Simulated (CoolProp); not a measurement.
A simple Rankine cycle with R1336mzz(E): condensing at 290.15 K, boiler at 0.572 MPa, turbine inlet 373.3 K, turbine efficiency 0.6, pump efficiency 0.6, no recuperator. Each further row changes one setting.

Model: reference Helmholtz-energy equation of state, Akasaka 2023, in CoolProp.

```csv
case,thermal efficiency (%),net work (kJ/kg),heat in (kJ/kg),turbine exit temperature (K),volume ratio over the turbine
as stated,6.2,13.4,215,351.4,4.03
turbine inlet 393.3 K,6.2,14.4,…,371.4,3.98
condensing temperature 282.15 K,…,16.5,225,347.2,5.48
boiler pressure 0.4 MPa,4.7,10.3,…,…,2.77
turbine efficiency 0.5,…,11.1,215,…,…
```

Question: Complete the blanks.

Answer: 
- turbine inlet 393.3 K, heat in (kJ/kg): 233
- condensing temperature 282.15 K, thermal efficiency (%): 7.3
- boiler pressure 0.4 MPa, heat in (kJ/kg): 217
- boiler pressure 0.4 MPa, turbine exit temperature (K): 357.8
- turbine efficiency 0.5, thermal efficiency (%): 5.2
- turbine efficiency 0.5, turbine exit temperature (K): 354.0
- turbine efficiency 0.5, volume ratio over the turbine: 4.06
